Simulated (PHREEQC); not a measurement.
## Metal-bearing waste water

Make-up at 25 °C: 0.0017 mol/kgw MnSO4, 4.6e-05 mol/kgw ZnCl2 and 8.2e-05 mol/kgw Na2SO4. Closed to the air; pH follows from the charge balance.

All values are PHREEQC results (ion-association model, wateq4f.dat), not measurements.

Each row changes one thing in this solution. Precipitation was switched off in this run.

| case | pH | ionic strength (mol/kgw) | SO4-2 (mol/kgw) | Mn+2 (mol/kgw) | MnSO4 (mol/kgw) | Zn+2 (mol/kgw) | SI of Zincite(c) (ZnO) |
|---|---|---|---|---|---|---|---|
| as made | 6.60 | 0.00630 | 0.00156 | 0.00148 | 0.000214 | 3.84e-5 | -2.50 |
| 9.6e-05 mol/kgw TMAH added | 8.83 | … | 0.00157 | 0.00147 | 0.000213 | 7.84e-6 | +1.27 |
| Na2SO4 from 8.2e-05 to 0.00082 mol/kgw | 6.62 | 0.00825 | 0.00223 | 0.00143 | 0.000271 | 3.66e-5 | -2.50 |
| 0.0016 mol/kgw KOH added | 10.77 | 0.00645 | 0.00166 | 0.000729 | 0.000111 | 1.23e-9 | +1.34 |
| ZnCl2 replaced by ZnBr2 at the same molality | 6.60 | 0.00630 | 0.00156 | 0.00149 | 0.000214 | 3.85e-5 | -2.50 |
| temperature from 25 to 85 °C | 5.84 | 0.00552 | 0.00137 | 0.00129 | 0.000406 | 3.64e-5 | -1.36 |
| Na2SO4 from 8.2e-05 to 0.000123 mol/kgw | 6.60 | 0.00640 | 0.00160 | 0.00148 | 0.000218 | 3.83e-5 | -2.50 |
| temperature from 25 to 30 °C | 6.52 | 0.00623 | 0.00154 | 0.00147 | 0.000230 | 3.83e-5 | -2.39 |
| ZnCl2 from 4.6e-05 to 9.2e-05 mol/kgw | 6.51 | 0.00641 | 0.00155 | 0.00149 | … | 7.71e-5 | -2.37 |

Question: Fill in the missing entries.

Answer: 
- 9.6e-05 mol/kgw TMAH added, ionic strength (mol/kgw): 0.00628
- ZnCl2 from 4.6e-05 to 9.2e-05 mol/kgw, MnSO4 (mol/kgw): 0.000212

Some of these states are supersaturated (in Zn(OH)2-e, Zn4(OH)6SO4, Pyrochroite, for instance). (CH3)4N+ isn't in the database: it is added as a free cation with an ion size of 4 Å. Constants without temperature data keep their 25 °C values here.
